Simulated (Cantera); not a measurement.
An isothermal, constant-pressure homogeneous reactor starts with H2 : O2 = 0.037 : 1 (molar parts), at 1173 K and 0.0100 bar.

Detailed kinetics in Cantera: GRI-Mech 3.0 (53 species, 325 reactions). Radical loss at walls, strong at low pressure, is not modelled. The temperature is held fixed by assumption; the heat of reaction is taken as removed at once.

One state of this run: x H2 = 5.67e-8; x O2 = 0.964; x OH = 2.64e-5; x H2O2 = 9.57e-10; x H2O = 0.0363; x O = 2.91e-6; x HO2 = 6.36e-9. x: mole fraction; the columns are a selection and need not sum to one.

Question: Which value of t (s) does it belong to?
A) 0.00103
B) 0.000300
C) 20.0
D) 0.493

Answer: C, 20.0
